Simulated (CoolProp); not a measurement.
Normal hydrogen along the isotherm -224.15 °C: Z from the reference equation and from simpler models built on Tc = -240.0 °C, pc = 1.296 MPa, ω = -0.219; each cubic takes its own stable root.

The numbers come from the reference Helmholtz-energy equation of state, Leachman 2009 in CoolProp.

```
p (MPa)          phase  reference
-------  -------------  ---------
0.15               gas     0.9873
0.299              gas     0.9746
0.449              gas     0.9617
0.598              gas     0.9487
0.748              gas     0.9356
0.897              gas     0.9226
1.05               gas     0.9091
1.2                gas     0.8959
1.35     supercritical     0.8828
1.5      supercritical     0.8697
1.65     supercritical     0.8567
1.79     supercritical     0.8447
1.94     supercritical     0.8320
```

**Question.** How far does each simpler model (Redlich-Kwong, Peng-Robinson) lie from the reference over these 13 states: mean and median of the absolute difference, and the worst?

**Answer.** 
- Redlich-Kwong: mean 1.4 %, median 1.2 %, worst +3.3 % at -224.15 °C and 1.94 MPa
- Peng-Robinson: mean 3.6 %, median 3.6 %, worst -6.4 % at -224.15 °C and 1.94 MPa
